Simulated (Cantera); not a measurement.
A closed system holds: 1 mol Al, 8.1 mol HCl, 30 mol H2, 4.8 mol N2, equilibrated at 475 °C and 0.0100 bar.

Cantera equilibrium calculation (NASA polynomials, part measured and part estimated; ideal gas, pure solids and liquids). Candidate condensed phases: Al, AlCl3, AlN, NH4Cl; 20 gas species. Rates play no part.

Base state: H2 0.743, HCl 0.120, N2 0.113, AlCl3 0.0235, Al2Cl6 6.36e-5, NH3 1.13e-5 (mole fractions); condensed: gas only.

### Question
What changes in the equilibrium state with this change: temperature from 475 °C to 1525 °C?

### Answer
```csv
species,before,after
H2,0.743,0.707
HCl,0.120,0.156
N2,0.113,0.111
AlCl3,0.0235,0.00199
AlCl,<1e-9,0.0177
AlCl2,<1e-9,0.00338
H,<1e-9,0.00296
```
The tables' values for AlCl2 are old estimates; treat these amounts as uncertain.
